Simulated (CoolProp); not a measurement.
A single-stage vapour-compression cycle with R245fa: evaporating at 271.15 K (dew point), condensing at 306.15 K (bubble point), superheat 8 K, subcooling 8 K, compressor efficiency 0.85, no pressure losses. Each further row changes one setting.

The numbers come from the reference Helmholtz-energy equation of state, Akasaka 2015 in CoolProp.

| case | cooling COP | pressure ratio | discharge temperature (K) | refrigerating effect (kJ/kg) | volumetric capacity (kJ/m³) |
|---|---|---|---|---|---|
| as stated | ___ | 4.07 | 316.3 | 178 | 510 |
| evaporating temperature 276.15 K | ___ | 3.25 | 315.6 | ___ | 645 |
| condensing temperature 301.15 K | ___ | 3.41 | ___ | 184 | 529 |
| subcooling 13 K | 6.34 | 4.07 | 316.3 | 184 | 529 |
| superheat 18 K | 6.16 | 4.07 | 326.5 | 186 | 514 |
| compressor efficiency 0.75 | ___ | 4.07 | ___ | 178 | 510 |

Question: What belongs in the gaps?

Answer: 
- as stated, cooling COP: 6.12
- evaporating temperature 276.15 K, cooling COP: 7.41
- evaporating temperature 276.15 K, refrigerating effect (kJ/kg): 181
- condensing temperature 301.15 K, cooling COP: 7.28
- condensing temperature 301.15 K, discharge temperature (K): 311.5
- compressor efficiency 0.75, cooling COP: 5.40
- compressor efficiency 0.75, discharge temperature (K): 320.4
